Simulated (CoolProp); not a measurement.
Aqueous propylene glycol as a coolant, 28 % by mass, freezing at -11.5 °C, 1 atm.

The numbers come from the Melinder's fits for secondary coolants in CoolProp.

```tsv
T (°C)	cp (kJ/(kg K))	density (kg/m³)	conductivity (W/(m K))	viscosity (mPa s)
-7.7	3.811	1031	0.430	9.61
-1.3	3.828	1030	0.436	6.85
5	3.844	1028	0.441	5.06
11.4	3.861	1025	0.446	3.83
17.7	3.877	1023	0.452	2.99
24.1	3.894	1020	0.457	2.38
30.5	3.910	1017	0.463	1.94
```
